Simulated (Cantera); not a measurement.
A perfectly stirred reactor is fed with 1.97 % CH3OH, 4.40 % O2, 93.6 % N2, at 6.00 bar; it is held at 1350 K, and followed from long to short residence time.

Cantera simulation using GRI-Mech 3.0 (53 species, 325 reactions); the numbers are that mechanism's predictions, not measurements. GRI-Mech 3.0 was tuned for natural gas; its chemistry of methanol as a main component is partial and can be far from experiment. The temperature is held fixed by assumption; the heat of reaction is taken as removed at once.

Problem. Predict: x(CH3OH) at τ = 2.50 s; x(O2) at τ = 2.50 s; x(NO2) at τ = 2.50 s; x(CH3OH) at τ = 0.110 s; x(O2) at τ = 0.110 s; x(CH3) at τ = 0.110 s; x(NO2) at τ = 0.110 s; x(HCO) at τ = 0.110 s.

Solution. 
* **x(CH3OH) at τ = 2.50 s**: 1.19e-6
* **x(O2) at τ = 2.50 s**: 0.0144
* **x(NO2) at τ = 2.50 s**: 2.20e-8
* **x(CH3OH) at τ = 0.110 s**: 1.46e-5
* **x(O2) at τ = 0.110 s**: 0.0147
* **x(CH3) at τ = 0.110 s**: 1.89e-9
* **x(NO2) at τ = 0.110 s**: 4.99e-8
* **x(HCO) at τ = 0.110 s**: 6.78e-9
